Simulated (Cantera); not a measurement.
Input (Python, Cantera) and output of one run.

```python
import numpy as np
import cantera as ct

gas_names = """
    F F2 H HF H2 H2F2 H3F3 H4F4 H5F5 H6F6 H7F7 Si SiF SiF2 SiF3 SiF4 SiH SiHF3 SiH2 SiH2F2 SiH3 SiH3F
    SiH4 Si2 Si3
""".split()
cond_names = """
    Si(cr) Si(L)
""".split()


def load(file, names, dense=False):
    # The tables refer to 1 bar. Condensed volumes are neglected.
    table = {s.name: s for s in ct.Species.list_from_file(file)}
    out = []
    for n in names:
        d = dict(table[n].input_data)
        d["thermo"] = dict(d["thermo"], **{"reference-pressure": 1e5})
        if dense:
            d["equation-of-state"] = {"model": "constant-volume", "density": "1e6 g/cm^3"}
        out.append(ct.Species.from_dict(d))
    return out


gas = ct.Solution(thermo="ideal-gas", species=load("nasa_gas.yaml", gas_names))
cond = {s.name: ct.Solution(thermo="fixed-stoichiometry", species=[s], name=s.name)
        for s in load("nasa_condensed.yaml", cond_names, dense=True)}
atoms = {
    'Si': {'Si': 1},
    'F2': {'F': 2},
    'H2': {'H': 2},
}
top_T = {}  # K; cautious upper limits of use, not melting points


def equilibrate(T, P, feed):
    n = {}
    for name, mol in feed.items():
        for a, k in atoms[name].items():
            n[a] = n.get(a, 0.0) + k * mol
    gas.TPX = T, P, n
    mass = sum(n.values()) * gas.mean_molecular_weight
    gas.equilibrate("TP")
    valid = [c for c in cond.values() if c.min_temp <= T <= top_T.get(c.name, c.max_temp)]
    mix = ct.Mixture([(gas, mass / gas.mean_molecular_weight)] + [(c, 0.0) for c in valid])
    mix.T, mix.P = T, P
    mix.equilibrate("TP", solver="vcs", rtol=1e-11, max_steps=5000)
    return mix


results = []
P = 8.7  # Pa
for T in [748, 848, 948, 1048, 1148, 1248, 1348, 1448, 1548]:
    for m in [0.54, 0.69, 0.89, 1.2, 1.5, 1.9, 2.5, 3.2, 4.1, 5.3, 6.8, 8.7]:
        feed = {'Si': 1, 'F2': m, 'H2': 0.14}  # mol
        mix = equilibrate(T, P, feed)
        results.append((T, P, feed, dict(zip(mix.species_names, mix.species_moles))))

for T, P, feed, n in results:
    print(f"{T:7g} {feed['F2']:10.4g}  " + (" + ".join(c for c in cond_names if n.get(c, 0) > 1e-12) or "gas only"))
```

Result:

```
    748       0.54  Si(cr)
    748       0.69  Si(cr)
    748       0.89  Si(cr)
    748        1.2  Si(cr)
    748        1.5  Si(cr)
    748        1.9  Si(cr)
    748        2.5  gas only
    748        3.2  gas only
    748        4.1  gas only
    748        5.3  gas only
    748        6.8  gas only
    748        8.7  gas only
    848       0.54  Si(cr)
    848       0.69  Si(cr)
    848       0.89  Si(cr)
    848        1.2  Si(cr)
    848        1.5  Si(cr)
    848        1.9  Si(cr)
    848        2.5  gas only
    848        3.2  gas only
    848        4.1  gas only
    848        5.3  gas only
    848        6.8  gas only
    848        8.7  gas only
    948       0.54  Si(cr)
    948       0.69  Si(cr)
    948       0.89  Si(cr)
    948        1.2  Si(cr)
    948        1.5  Si(cr)
    948        1.9  Si(cr)
    948        2.5  gas only
    948        3.2  gas only
    948        4.1  gas only
    948        5.3  gas only
    948        6.8  gas only
    948        8.7  gas only
   1048       0.54  Si(cr)
   1048       0.69  Si(cr)
   1048       0.89  Si(cr)
   1048        1.2  Si(cr)
   1048        1.5  Si(cr)
   1048        1.9  Si(cr)
   1048        2.5  gas only
   1048        3.2  gas only
   1048        4.1  gas only
   1048        5.3  gas only
   1048        6.8  gas only
   1048        8.7  gas only
   1148       0.54  Si(cr)
   1148       0.69  Si(cr)
   1148       0.89  Si(cr)
   1148        1.2  Si(cr)
   1148        1.5  Si(cr)
   1148        1.9  Si(cr)
   1148        2.5  gas only
   1148        3.2  gas only
   1148        4.1  gas only
   1148        5.3  gas only
   1148        6.8  gas only
   1148        8.7  gas only
   1248       0.54  Si(cr)
   1248       0.69  Si(cr)
   1248       0.89  Si(cr)
   1248        1.2  Si(cr)
   1248        1.5  Si(cr)
   1248        1.9  Si(cr)
   1248        2.5  gas only
   1248        3.2  gas only
   1248        4.1  gas only
   1248        5.3  gas only
   1248        6.8  gas only
   1248        8.7  gas only
   1348       0.54  Si(cr)
   1348       0.69  Si(cr)
   1348       0.89  Si(cr)
   1348        1.2  Si(cr)
   1348        1.5  Si(cr)
   1348        1.9  gas only
   1348        2.5  gas only
   1348        3.2  gas only
   1348        4.1  gas only
   1348        5.3  gas only
   1348        6.8  gas only
   1348        8.7  gas only
   1448       0.54  Si(cr)
   1448       0.69  Si(cr)
   1448       0.89  Si(cr)
   1448        1.2  Si(cr)
   1448        1.5  Si(cr)
   1448        1.9  gas only
   1448        2.5  gas only
   1448        3.2  gas only
   1448        4.1  gas only
   1448        5.3  gas only
   1448        6.8  gas only
   1448        8.7  gas only
   1548       0.54  Si(cr)
   1548       0.69  Si(cr)
   1548       0.89  Si(cr)
   1548        1.2  Si(cr)
   1548        1.5  gas only
   1548        1.9  gas only
   1548        2.5  gas only
   1548        3.2  gas only
   1548        4.1  gas only
   1548        5.3  gas only
   1548        6.8  gas only
   1548        8.7  gas only
```

Cantera equilibrium calculation (NASA polynomials, part measured and part estimated; ideal gas, pure solids and liquids). The tables' values for SiF2, SiF3 are old estimates.
